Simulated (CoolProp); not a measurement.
Vapour-liquid equilibrium of methane (1) + ethane (2) at 142.6 K; x and y are mole fractions of (1).

The numbers come from the multi-fluid Helmholtz-energy mixture model, Setzmann 1991 and Bücker 2006; pair parameters Kunz 2012 in CoolProp.

| x | bubble pressure (kPa) | y at the bubble point | dew pressure at overall composition x (kPa) | liquid density (mol/L) |
|---|---|---|---|---|
| 0.05 | 51.74 | 0.907 | 5.181 | 19.97 |
| 0.2 | 180.6 | 0.976 | 6.150 | 20.64 |
| 0.35 | 294.1 | 0.987 | 7.564 | 21.31 |
| 0.5 | 395.8 | 0.991 | 9.823 | 21.95 |
| 0.65 | 490.6 | 0.994 | 14.00 | 22.53 |
| 0.8 | 585.2 | 0.997 | 24.37 | 22.99 |
| 0.95 | 690.8 | 0.999 | 93.57 | 23.22 |

No azeotrope shows between x = 0.05 and 0.95.

Pair parameters are fitted to limited data, so mixtures are less certain than the pure fluids. The gap from Raoult's law changes sign with composition, which may be real or a fault of the pair parameters; it wasn't checked against measurements.
